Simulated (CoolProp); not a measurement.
Saturation properties of decamethylcyclopentasiloxane (D5).

Computed with CoolProp (reference Helmholtz-energy equation of state, Thol 2019).

| T (K) | p (bar) | vapour density (kg/m³) | liquid cp (kJ/(kg K)) |
|---|---|---|---|
| 475.8 | 0.8310 | 8.461 | 1.983 |
| 481.8 | 0.9599 | ? | ? |
| 487.8 | 1.104 | 11.18 | 2.007 |
| 493.8 | 1.264 | 12.79 | 2.019 |
| 499.8 | 1.441 | 14.59 | ? |
| 505.8 | 1.636 | 16.59 | 2.044 |
| 511.8 | 1.852 | 18.81 | 2.058 |
| 517.8 | 2.088 | ? | 2.071 |
| 523.8 | 2.346 | 24.05 | 2.086 |
| 529.8 | 2.628 | 27.12 | 2.101 |
| 535.8 | 2.935 | 30.54 | 2.117 |

### Question
Some entries are withheld; supply them.

### Answer

- 481.8, vapour density (kg/m³): 9.745
- 481.8, liquid cp (kJ/(kg K)): 1.995
- 499.8, liquid cp (kJ/(kg K)): 2.031
- 517.8, vapour density (kg/m³): 21.29

It boils at 484.1 K under 1 atm.
